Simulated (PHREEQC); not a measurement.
Solution (86 °C): 0.044 mol/kgw NH3 and 0.015 mol/kgw K2SiO3. Closed to the air; pH follows from the charge balance.

Computed with PHREEQC (ion-association model, phreeqc.dat).

No solid was allowed to form.

Question: Order these Si species by the share of Si that they hold, largest first: H3SiO4-, H2SiO4-2, H4SiO4.

Answer: H3SiO4- (91 %), H2SiO4-2 (6.0 %), H4SiO4 (3.2 %)

The pH is 10.56 and the ionic strength 0.0310 mol/kgw. Away from 25 °C the constants follow the database's enthalpies or fits; those with neither stay at their 25 °C values.
